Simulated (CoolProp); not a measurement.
The numbers come from the reference Helmholtz-energy equation of state, Lemmon 2006 in CoolProp. It is a short technical equation, of lower accuracy than the large ones.

### Question
For C3F8 (R218), give the phase and the cp (kJ/(kg K)), cv (kJ/(kg K)), viscosity (µPa s), Prandtl number at 333 K and 18.2 MPa.

### Answer
- 333 K and 18.2 MPa: liquid; cp 1.09, cv 0.833, viscosity 195, Prandtl number 4.12

Viscosity comes from a separate model (Huber 2003), an estimate that may be off by 10 % or more. Thermal conductivity comes from a separate model (Huber 2003), an estimate that may be off by 10 % or more.
